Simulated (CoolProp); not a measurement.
R13 at 298.15 K and 5.21 MPa flows at 0.22 m/s in a round tube of 12.7 mm bore and 45 µm roughness, fully developed (64/Re and Nu = 3.66 if laminar; Colebrook and Gnielinski if turbulent). Each further row changes one setting.

Computed with CoolProp (reference Helmholtz-energy equation of state, Platzer 1990). This equation is an older, rougher fit; its heat capacities, sound speeds and derivatives of the liquid may be far off and weren't checked against measurements.

```tsv
case	Reynolds number	Darcy friction factor	pressure drop (Pa/m)	heat-transfer coefficient (W/(m² K))	mass flow (kg/h)
as stated	37700	0.0303	___	___	___
velocity 0.44 m/s	75500	0.0290	___	1420	___
diameter 25.4 mm	75500	0.0250	23.3	___	___
```

### Question
What belongs in the gaps?

### Answer

- as stated, pressure drop (Pa/m): 56.5
- as stated, heat-transfer coefficient (W/(m² K)): 727
- as stated, mass flow (kg/h): 98.3
- velocity 0.44 m/s, pressure drop (Pa/m): 216
- velocity 0.44 m/s, mass flow (kg/h): 197
- diameter 25.4 mm, heat-transfer coefficient (W/(m² K)): 631
- diameter 25.4 mm, mass flow (kg/h): 393

Viscosity comes from a separate model (Huber 2003), an estimate that may be off by 10 % or more. Thermal conductivity comes from a separate model (Huber 2003), an estimate that may be off by 10 % or more.
